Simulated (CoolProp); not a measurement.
Saturation properties of n-decane.

The numbers come from the reference Helmholtz-energy equation of state, Lemmon 2006 in CoolProp. It is a short technical equation, of lower accuracy than the large ones.

```tsv
T (K)	p (MPa)	liquid density (kg/m³)	liquid viscosity (µPa s)
368.2	0.007832	671.3	380
381.3	0.01313	660.7	338
394.3	0.02101	650.0	303
407.3	0.03240	639.1	273
420.3	0.04835	628.0	[?]
433.4	0.07024	616.5	224
446.4	0.09910	604.7	204
459.4	0.1366	592.6	[?]
472.5	0.1847	579.8	170
485.5	0.2446	[?]	155
498.5	0.3184	552.9	[?]
511.6	[?]	538.1	129
524.6	0.5171	522.5	118
537.6	0.6460	505.6	107
```

Task: Fill in the missing entries.

Result: 
- 420.3, liquid viscosity (µPa s): 247
- 459.4, liquid viscosity (µPa s): 186
- 485.5, liquid density (kg/m³): 566.7
- 498.5, liquid viscosity (µPa s): 142
- 511.6, p (MPa): 0.4090

It boils at 447.3 K under 1 atm.

Viscosity comes from a separate model (Huber 2004).
